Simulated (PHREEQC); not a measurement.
PHREEQC input (ion-association model, phreeqc.dat):

```
SOLUTION_MASTER_SPECIES
  Amm  AmmH+  0  AmmH  17.031  # ammonia with no redox link, constants of NH4+
SOLUTION_SPECIES
  AmmH+ = AmmH+
    -log_k 0
    -gamma 2.5 0
    -dw 1.98e-9
  AmmH+ = Amm + H+
    -log_k -9.252
    -delta_h 12.48 kcal
    -analytic 0.6322 -0.001225 -2835.76
    -dw 2.28e-9
  AmmH+ + SO4-2 = AmmHSO4-
    -log_k 1.11
PHASES
  Amm(g)
    Amm = Amm
    -log_k 1.7966
    -analytic -18.758 3.3670e-4 2.5113e3 4.8619 39.192
    -T_c 405.6
    -P_c 111.3
    -Omega 0.25
EXCHANGE_SPECIES
  AmmH+ + X- = AmmHX
    -log_k 0.6
    -gamma 2.5 0
    -delta_h -2.4
SOLUTION 1
  temp 25
  units mol/kgw
  pH 7 charge
  Cl 0.043
  Amm 0.043
  Na 3.5e-05
SOLUTION 2
  temp 25
  units mol/kgw
  pH 7 charge
  Na 0.0083
  Si 1.9e-06
  P 0.014
  K 0.042
END
SELECTED_OUTPUT 1
  -reset false
  -pH true
  -pe true
  -ionic_strength true
  -water true
  -totals Amm Cl K Na P Si
  -molalities H+ Na+ K+ H4SiO4 Cl- PO4-3 OH- O2 HPO4-2 H2PO4-
    H3PO4 NaOH NaHPO4- KHPO4- H3SiO4- H2SiO4-2 AmmH+ Amm
  -equilibrium_phases SiO2(a) Halite Sylvite
PRINT
  -reset false
MIX 1
  1 1
  2 0
EQUILIBRIUM_PHASES 1
  SiO2(a) 0 0
  Halite 0 0
  Sylvite 0 0
  O2(g) -0.68 10
END
# ... the last block is repeated for the other 20 points of share of solution B
```

Selected output (columns that matter, 9 of 21 rows; share of solution B added in front):

```
share of solution B	pH	mu	Amm	Cl	K	Na	P	Si	m_H+	m_Na+	m_K+	m_H4SiO4	m_Cl-	m_PO4-3
0	6.2575	0.043	0.043	0.043	0	3.5e-05	0	0	6.4281e-07	3.5e-05	0	0	0.043	0
0.1	8.1484	0.042716	0.038699	0.038699	0.0041999	0.00086148	0.0014	1.9e-07	8.2609e-09	0.00086042	0.0041948	1.853e-07	0.038699	2.2387e-07
0.25	8.6667	0.042543	0.032248	0.032248	0.010499	0.0021011	0.0034998	4.7497e-07	2.5041e-09	0.0020944	0.010466	4.3831e-07	0.032248	1.912e-06
0.4	9.0644	0.042342	0.025797	0.025797	0.016798	0.0033407	0.0055995	7.5993e-07	1.002e-09	0.0033236	0.016714	6.2861e-07	0.025797	7.6604e-06
0.5	9.3701	0.04221	0.021497	0.021497	0.020997	0.004167	0.0069991	9.4988e-07	4.9553e-10	0.0041405	0.020865	6.6785e-07	0.021497	1.9296e-05
0.6	9.8627	0.042225	0.017197	0.017197	0.025196	0.0049933	0.0083988	1.1398e-06	1.5941e-10	0.0049555	0.025008	4.9268e-07	0.017197	7.144e-05
0.75	11.429	0.053234	0.010749	0.010749	0.031496	0.006233	0.010499	1.4248e-06	4.3725e-12	0.0061917	0.03129	2.7424e-08	0.010749	0.0027057
0.9	11.86	0.070419	0.0042998	0.0042998	0.037798	0.0074731	0.012599	1.7099e-06	1.6428e-12	0.0074373	0.037621	1.1371e-08	0.0042998	0.0064808
1	12.02	0.081278	0	0	0.042	0.0083	0.014	1.9e-06	1.1459e-12	0.008267	0.041837	8.303e-09	0	0.0086853
```
